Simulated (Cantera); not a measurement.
Charge: 1 mol SiCl₄, 1.9 mol HCl, 7.1 mol H₂, equilibrated at 0.330 bar.

Equilibrium computed with Cantera from the NASA thermochemical tables; the gas is ideal and each condensed phase is pure. Candidate condensed phases: Si; 19 gas species. Equilibrium is a limit: real reactors are often held back by kinetics, nucleation or transport.

Q: At 550 K, list the 3 most abundant gas species with their mole fractions, and the condensed phases.

A: H₂ 0.710, HCl 0.190, SiCl₄ 0.1000. Condensed: gas only.
